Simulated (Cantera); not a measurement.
Cantera run:

```python
import numpy as np
import cantera as ct

gas_names = [...]  # 136 gases of nasa_gas.yaml made of C, H, N, O
cond_names = """
    C(gr) C6H6(L) C7H8(L) C8H18(L),n-octa H2O(s) H2O(L)
""".split()


# ... load() reads the species with a 1 bar reference pressure and builds the phases ...
atoms = {
    'C2H2': {'C': 2, 'H': 2},
    'CO2': {'C': 1, 'O': 2},
    'N2': {'N': 2},
}
top_T = {'C(gr)': 4500}  # K; cautious upper limits of use, not melting points


# ... equilibrate(T, P, feed) seeds the gas with the atoms and calls Mixture.equilibrate('TP', solver="vcs", rtol=1e-11, max_steps=5000) ...
results = []
feed = {'C2H2': 1, 'CO2': 0.097, 'N2': 0.22}  # mol
T = 648.15  # K
P = 10000  # Pa
mix = equilibrate(T, P, feed)
results.append((T, P, feed, dict(zip(mix.species_names, mix.species_moles))))
print(gas.report(threshold=1e-05))
for i in range(1, mix.n_phases):
    print(f"{mix.phase(i).name:16s} {mix.phase_moles(i):12.5e} mol")
```

It prints:

```
       temperature   648.15 K
          pressure   10000 Pa
           density   0.028025 kg/m^3
  mean mol. weight   15.103 kg/kmol
   phase of matter   gas

                          1 kg             1 kmol
                     ---------------   ---------------
          enthalpy       -3.6264e+06       -5.4769e+07  J
   internal energy       -3.9832e+06       -6.0158e+07  J
           entropy             15133        2.2855e+05  J/K
    Gibbs function       -1.3435e+07        -2.029e+08  J
 heat capacity c_p            2535.8             38298  J/K
 heat capacity c_v            1985.3             29983  J/K

                      mass frac. Y      mole frac. X     chem. pot. / RT
                     ---------------   ---------------   ---------------
               CH4           0.28999             0.273            -41.02
                CO         0.0035441         0.0019109           -53.683
               CO2          0.046363          0.015911           -106.34
                H2          0.042293           0.31684           -19.999
               H2O           0.19788           0.16589            -72.66
               NH3        0.00018414         0.0001633           -43.833
                N2           0.41975           0.22629           -27.668
     [ +129 minor]        7.7739e-07        3.9037e-07

C(gr)             1.81437e+00 mol
```

Equilibrium computed with Cantera from the NASA thermochemical tables; the gas is ideal and each condensed phase is pure.
